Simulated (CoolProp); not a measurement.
Computed with CoolProp (reference Helmholtz-energy equation of state, Penoncello 2003).

Give the vapour pressure (bar), liquid density (kg/m³), vapour density (kg/m³), liquid conductivity (mW/(m K)) of saturated CHF3 (R23) at -100.65, -58.55 °C.


```csv
T (°C),p (bar),liquid density (kg/m³),vapour density (kg/m³),liquid conductivity (mW/(m K))
-100.65,0.301,1510,1.50,154
-58.55,3.33,1350,14.4,117
```

Thermal conductivity comes from a separate model (Shan 2000).
